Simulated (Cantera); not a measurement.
**Pb + O₂ + H₂ (iron carbonyl, mercury and lead vapours)**

Charge: 1 mol Pb, 0.012 mol O₂, 8.4 mol H₂, equilibrated at 3.80 bar.

These are equilibrium values from Cantera (NASA tables, ideal gas, pure condensed phases), not measurements of a reactor. Candidate condensed phases: H₂O, Pb, PbO, PbO₂, Pb₃O₄; 12 gas species. Kinetics and transport are ignored.

| T (°C) | log p H₂ | log p Pb | log p H₂O | log p H | log p Pb₂ | log p PbO | n Pb(s) | n Pb(l) |
|---|---|---|---|---|---|---|---|---|
| 302 | 0.58 | <-11 | -1.96 | <-11 | <-11 | <-11 | 1.00 | 0 |
| 452 | 0.58 | -8.47 | -1.96 | <-11 | <-11 | <-11 | 0 | 1.00 |
| 602 | 0.58 | -6.17 | -1.96 | -10.01 | <-11 | <-11 | 0 | 1.000 |
| 752 | 0.58 | -4.56 | -1.96 | -8.07 | -9.90 | <-11 | 0 | 1.000 |
| 902 | 0.58 | -3.36 | -1.96 | -6.62 | -7.90 | -10.51 | 0 | 0.999 |
| 1052 | 0.58 | -2.44 | -1.96 | -5.50 | -6.37 | -8.97 | 0 | 0.992 |
| 1202 | 0.58 | -1.72 | -1.97 | -4.60 | -5.16 | -7.75 | 0 | 0.957 |
log p: log10 of the partial pressure in bar; n: condensed amount in mol.

At 302 °C the condensed part is Pb(s). From 452 °C to 1202 °C the condensed part is Pb(l).
